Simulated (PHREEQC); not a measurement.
Solution (25 °C): 0.0035 mol/kgw HF, 0.14 mol/kgw NaF and 1.6e-05 mol/kgw H4SiO4. Closed to the air; pH follows from the charge balance.

The numbers come from PHREEQC with the ion-association model, wateq4f.dat.

```yaml
pH: 4.81
ionic_strength: 0.134 mol/kgw
total_alkalinity: -3.50 meq/kg
```

```tsv
species	molality	activity	log γ
Na+	0.134	0.103	-0.116
F-	0.133	0.0984	-0.132
NaF	0.00564	0.00582	0.013
HF	0.00222	0.00229	0.013
HF2-	0.00117	0.000864	-0.132
H+	1.91e-5	1.55e-5	-0.090
SiF6-2	1.60e-5	5.46e-6	-0.467
H2F2	1.33e-5	1.37e-5	0.013
```

No solid was allowed to form. SiF6-2 is the database's only silicon fluoride.
